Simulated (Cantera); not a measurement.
A Cantera script and its output.

```python
import numpy as np
import cantera as ct

gas = ct.Solution("gri30.yaml")
gas.TPX = 1750, 410000, {'CH4': 1, 'O2': 0.833, 'N2': 3.13, 'H2': 0.036}
reactor = ct.IdealGasReactor(gas, energy="on", clone=False)
net = ct.ReactorNet([reactor])
net.rtol, net.atol = 1e-08, 1e-16
show = ['CH4', 'O2', 'CO2', 'H', 'H2', 'H2O2']
times = np.geomspace(7e-06, 8, 15)

steps = ct.SolutionArray(gas, extra=["t"])
rows = []
print(f"{'t/s':>10s}{'T/K':>9s}{'P/Pa':>11s}" + "".join(f"{s:>11s}" for s in show))
for t in times:
    while net.time < t:
        t_next = net.step()
        steps.append(gas.state, t=t_next)
    rows.append([np.interp(t, steps.t, y) for y in (steps.T, steps.P, *steps(*show).X.T)])
    print(f"{t:10.3e}{rows[-1][0]:9.1f}{rows[-1][1]:11.4g}" + "".join(f"{x:11.3e}" for x in rows[-1][2:]))
rate = np.gradient(steps.T, steps.t)
print("integrator steps:", len(steps.t))
if steps.T.max() > steps.T[0] + 200:
    print(f"time of steepest temperature rise: {steps.t[rate.argmax()]:.4e} s")
gas.TPX = 1750, 410000, {'CH4': 1, 'O2': 0.833, 'N2': 3.13, 'H2': 0.036}
gas.equilibrate("UV")
print(f"equilibrium (UV): T = {gas.T:.1f} K  " + "  ".join(f"{s} {gas[s].X[0]:.3e}" for s in show))
```

Output:

```
       t/s      T/K       P/Pa        CH4         O2        CO2          H         H2       H2O2
 7.000e-06   1749.0  4.098e+05  1.993e-01  1.664e-01  4.735e-07  1.951e-06  7.335e-03  1.085e-06
 1.896e-05   1754.9  4.114e+05  1.960e-01  1.648e-01  1.134e-05  6.826e-06  8.145e-03  2.481e-06
 5.135e-05   2460.5   6.51e+05  3.076e-02  3.872e-02  6.035e-03  4.612e-03  1.244e-01  6.750e-06
 1.391e-04   2793.9  8.137e+05  1.763e-09  1.022e-05  9.301e-03  1.339e-02  2.244e-01  1.083e-08
 3.767e-04   2796.0  8.143e+05  1.329e-09  1.046e-05  9.326e-03  1.349e-02  2.242e-01  1.103e-08
 1.020e-03   2796.6  8.145e+05  1.297e-09  1.053e-05  9.333e-03  1.351e-02  2.241e-01  1.109e-08
 2.763e-03   2796.7  8.145e+05  1.295e-09  1.053e-05  9.333e-03  1.351e-02  2.241e-01  1.109e-08
 7.483e-03   2796.7  8.145e+05  1.295e-09  1.053e-05  9.333e-03  1.351e-02  2.241e-01  1.109e-08
 2.027e-02   2796.7  8.145e+05  1.295e-09  1.053e-05  9.333e-03  1.351e-02  2.241e-01  1.109e-08
 5.489e-02   2796.7  8.145e+05  1.295e-09  1.053e-05  9.333e-03  1.351e-02  2.241e-01  1.109e-08
 1.487e-01   2796.7  8.145e+05  1.295e-09  1.053e-05  9.333e-03  1.351e-02  2.241e-01  1.109e-08
 4.027e-01   2796.7  8.145e+05  1.295e-09  1.053e-05  9.333e-03  1.351e-02  2.241e-01  1.109e-08
 1.091e+00   2796.7  8.145e+05  1.295e-09  1.053e-05  9.333e-03  1.351e-02  2.241e-01  1.109e-08
 2.954e+00   2796.7  8.145e+05  1.295e-09  1.053e-05  9.333e-03  1.351e-02  2.241e-01  1.109e-08
 8.000e+00   2796.7  8.145e+05  1.295e-09  1.053e-05  9.333e-03  1.351e-02  2.241e-01  1.109e-08
integrator steps: 1762
time of steepest temperature rise: 5.1635e-05 s
equilibrium (UV): T = 2796.7 K  CH4 1.450e-09  O2 1.053e-05  CO2 9.333e-03  H 1.351e-02  H2 2.241e-01  H2O2 1.109e-08
```

Model: GRI-Mech 3.0 (53 species, 325 reactions), integrated in Cantera.
